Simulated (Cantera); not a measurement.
A perfectly stirred reactor is fed with 90.9 % NO, 9.09 % N2, at 36.0 Torr; it is held at 1675 K, and followed from long to short residence time.

Computed with Cantera and GRI-Mech 3.0 (53 species, 325 reactions). Radical loss at walls, strong at low pressure, is not modelled.

**Question.** Predict: x(NO) at τ = 9.00 s; x(NO2) at τ = 9.00 s; x(O) at τ = 9.00 s; x(N2) at τ = 9.00 s; x(N2O) at τ = 9.00 s; x(NO) at τ = 60.0 ms; x(NO2) at τ = 60.0 ms; x(O) at τ = 60.0 ms; x(N2) at τ = 60.0 ms; x(N2O) at τ = 60.0 ms.

**Answer.** 
```json
{
  "x(NO) at τ = 9.00 s": "0.861",
  "x(NO2) at τ = 9.00 s": "0.000212",
  "x(O) at τ = 9.00 s": "3.16e-5",
  "x(N2) at τ = 9.00 s": "0.115",
  "x(N2O) at τ = 9.00 s": "0.000249",
  "x(NO) at τ = 60.0 ms": "0.909",
  "x(NO2) at τ = 60.0 ms": "6.22e-5",
  "x(O) at τ = 60.0 ms": "1.36e-5",
  "x(N2) at τ = 60.0 ms": "0.0910",
  "x(N2O) at τ = 60.0 ms": "0.000106"
}
```
